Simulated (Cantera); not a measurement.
## HF + O2 (abatement and gas-phase synthesis)

Charge: 1 mol HF, 1.2 mol O2, at 19.0 mbar.

Cantera equilibrium calculation (NASA polynomials, part measured and part estimated; ideal gas, pure solids and liquids). Candidate condensed phases: H2O; 22 gas species. The numbers say what is thermodynamically allowed, not how fast it happens.

```
T (K)   x O2   x HF       x O       x F     x H2O
-----  -----  -----  --------  --------  --------
923    0.545  0.455  6.68e-11   2.64e-8   1.33e-8
1023   0.545  0.455   1.67e-9   1.92e-7   9.55e-8
1123   0.545  0.455   2.36e-8   9.78e-7   4.85e-7
1223   0.545  0.455   2.16e-7   3.83e-6   1.89e-6
1323   0.545  0.455   1.43e-6   1.23e-5   5.96e-6
1423   0.545  0.455   7.21e-6   3.35e-5   1.59e-5
1523   0.545  0.454   2.96e-5   8.06e-5   3.72e-5
1623   0.545  0.454  0.000102  0.000175   7.75e-5
1723   0.545  0.454  0.000305  0.000349  0.000147
1823   0.545  0.454  0.000808  0.000651  0.000256
1923   0.543  0.453   0.00194   0.00114  0.000416
```
x: gas mole fraction; nothing condenses.

From 923 K to 1923 K nothing is condensed.
